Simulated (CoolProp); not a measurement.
Computed with CoolProp (reference Helmholtz-energy equation of state, Thol 2016).

Give the vapour pressure (MPa), vapour density (kg/m³), enthalpy of vaporisation (kJ/kg) of saturated hexamethyldisiloxane (MM) at 163.95, 169.45 °C.


```
T (°C)  p (MPa)  vapour density (kg/m³)  enthalpy of vaporisation (kJ/kg)
------  -------  ----------------------  --------------------------------
163.95    0.470                    25.8                               154
169.45    0.524                    29.0                               150
```
